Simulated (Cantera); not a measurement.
Input: 1 mol FeS, 7.8 mol O2, 0.39 mol H2O, 0.061 mol SO2, at 530000 Pa.

These are equilibrium values from Cantera (NASA tables, ideal gas, pure condensed phases), not measurements of a reactor. Candidate condensed phases: Fe, FeO, Fe(OH)2, Fe(OH)3, FeS, FeSO4, FeS2, Fe2O3, Fe2(SO4)3, Fe3O4, H2O, H2SO4, S; 22 gas species. Mutual solubility and eutectic melting of coexisting phases are not modelled. Rates play no part.

Q: At 1025 K, list the 5 most abundant gas species with their mole fractions, and the condensed phases.

A: O2 0.800, SO3 0.107, H2O 0.0551, SO2 0.0382, H2SO4 0.000103. Condensed: Fe2O3(s) + Fe2(SO4)3(s).
